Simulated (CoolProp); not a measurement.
A simple Rankine cycle with isohexane: condensing at 291.15 K, boiler at 2.64 MPa, turbine inlet 493 K, turbine efficiency 0.9, pump efficiency 0.6, no recuperator. Each further row changes one setting.

Values from CoolProp's reference Helmholtz-energy equation of state, Lemmon 2006. It is a short technical equation, of lower accuracy than the large ones.

```json
[
 {"case": "as stated", "thermal efficiency (%)": "22.5", "net work (kJ/kg)": "153", "heat in (kJ/kg)": "679", "turbine exit temperature (K)": "385.6", "volume ratio over the turbine": "189"},
 {"case": "turbine inlet 513 K", "thermal efficiency (%)": "22.2", "net work (kJ/kg)": "167", "heat in (kJ/kg)": "752", "turbine exit temperature (K)": "412.9", "volume ratio over the turbine": "157"},
 {"case": "condensing temperature 283.15 K", "thermal efficiency (%)": "23.6", "net work (kJ/kg)": "164", "heat in (kJ/kg)": "697", "turbine exit temperature (K)": "379.8", "volume ratio over the turbine": "268"},
 {"case": "boiler pressure 1.85 MPa", "thermal efficiency (%)": "21.4", "net work (kJ/kg)": "155", "heat in (kJ/kg)": "723", "turbine exit temperature (K)": "405.0", "volume ratio over the turbine": "99.3"},
 {"case": "turbine efficiency 0.8", "thermal efficiency (%)": "19.9", "net work (kJ/kg)": "135", "heat in (kJ/kg)": "679", "turbine exit temperature (K)": "394.0", "volume ratio over the turbine": "194"}
]
```
